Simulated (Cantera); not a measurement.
Input (Python, Cantera) and output of one run.

```python
import numpy as np
import cantera as ct

gas_names = [...]  # 115 gases of nasa_gas.yaml made of C, Ca, H, O
cond_names = """
    C(gr) C6H6(L) C7H8(L) C8H18(L),n-octa Ca(a) Ca(b) Ca(L) CaCO3(caL) CaO(s) CaO(L) CaO2H2(s) H2O(s)
    H2O(L)
""".split()


# ... load() reads the species with a 1 bar reference pressure and builds the phases ...
atoms = {
    'CaCO3': {'Ca': 1, 'C': 1, 'O': 3},
    'O2': {'O': 2},
    'H2O': {'H': 2, 'O': 1},
}
top_T = {'C(gr)': 4500}  # K; cautious upper limits of use, not melting points


# ... equilibrate(T, P, feed) seeds the gas with the atoms and calls Mixture.equilibrate('TP', solver="vcs", rtol=1e-11, max_steps=5000) ...
results = []
feed = {'CaCO3': 1, 'O2': 0.49, 'H2O': 4.5}  # mol
T = 825  # K
for P in [1000, 4600, 21000, 96000, 440000, 2000000]:
    mix = equilibrate(T, P, feed)
    results.append((T, P, feed, dict(zip(mix.species_names, mix.species_moles))))
    x = sorted(zip(gas.X, gas.species_names), reverse=True)
    print(f"T = {T:g} K  P = {P:g} Pa  gas = {mix.phase_moles(0):.4g} mol")
    print("   x: " + "  ".join(f"{s} {v:.3e}" for v, s in x if v > 1e-06))
    print("   condensed (mol): " + ("  ".join(f"{mix.phase(i).name} {mix.phase_moles(i):.4g}"
          for i in range(1, mix.n_phases) if mix.phase_moles(i) > 1e-12) or "none"))
```

Output:

```
T = 825 K  P = 1000 Pa  gas = 5.356 mol
   x: H2O 8.401e-01  O2 9.148e-02  CO2 6.838e-02
   condensed (mol): CaCO3(caL) 0.6338  CaO(s) 0.3662
T = 825 K  P = 4600 Pa  gas = 5.065 mol
   x: H2O 8.884e-01  O2 9.674e-02  CO2 1.486e-02
   condensed (mol): CaCO3(caL) 0.9247  CaO(s) 0.07529
T = 825 K  P = 21000 Pa  gas = 5.006 mol
   x: H2O 8.989e-01  O2 9.788e-02  CO2 3.256e-03
   condensed (mol): CaCO3(caL) 0.9837  CaO(s) 0.0163
T = 825 K  P = 96000 Pa  gas = 4.994 mol
   x: H2O 9.012e-01  O2 9.813e-02  CO2 7.123e-04
   condensed (mol): CaCO3(caL) 0.9964  CaO(s) 0.003557
T = 825 K  P = 440000 Pa  gas = 4.99 mol
   x: H2O 9.015e-01  O2 9.820e-02  CO2 3.517e-04
   condensed (mol): CaCO3(caL) 0.9982  CaO2H2(s) 0.001755
T = 825 K  P = 2e+06 Pa  gas = 4.99 mol
   x: H2O 9.015e-01  O2 9.820e-02  CO2 3.517e-04
   condensed (mol): CaCO3(caL) 0.9982  CaO2H2(s) 0.001755
```

Equilibrium computed with Cantera from the NASA thermochemical tables; the gas is ideal and each condensed phase is pure.
